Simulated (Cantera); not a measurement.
Feed: 1 mol KCl, 0.74 mol H₂, equilibrated at 1625 K and 10.0 mbar.

These are equilibrium values from Cantera (NASA tables, ideal gas, pure condensed phases), not measurements of a reactor. Candidate condensed phases: K, KCl; 10 gas species. Rates play no part.

Base state: KCl 0.559, H₂ 0.419, K 0.00928, HCl 0.00927, K₂Cl₂ 0.00220, H 0.000457 (mole fractions); condensed: gas only.

Problem. What changes in the equilibrium state with this change: pressure from 10.0 mbar to 13.3 mbar?

Solution. 
```
species    before     after
-------  --------  --------
KCl         0.559     0.559
H₂          0.419     0.420
K         0.00928   0.00864
K₂Cl₂     0.00220   0.00293
H        0.000457  0.000396
HCl       0.00927   0.00863
```
